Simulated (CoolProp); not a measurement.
Saturation properties of water (Tc = 647.1 K, pc = 22.06 MPa, ω = 0.344).

Computed with CoolProp (reference Helmholtz-energy equation of state, Wagner 2002).

```tsv
T (K)	p (MPa)	vapour density (kg/m³)	enthalpy of vaporisation (kJ/kg)
410.6	0.3362	1.837	2152
425.1	0.5016	2.676	2108
439.6	0.7265	3.797	2061
454.1	1.025	5.267	…
468.6	1.412	7.164	…
483.1	1.906	9.579	1900
497.6	…	12.62	1838
512.1	3.286	16.44	1771
526.6	4.213	21.20	1697
541.1	…	27.12	1616
555.6	6.657	34.54	1527
```

What belongs in the gaps?


- 454.1, enthalpy of vaporisation (kJ/kg): 2011
- 468.6, enthalpy of vaporisation (kJ/kg): 1957
- 497.6, p (MPa): 2.524
- 541.1, p (MPa): 5.329

It boils at 373.1 K under 1 atm.
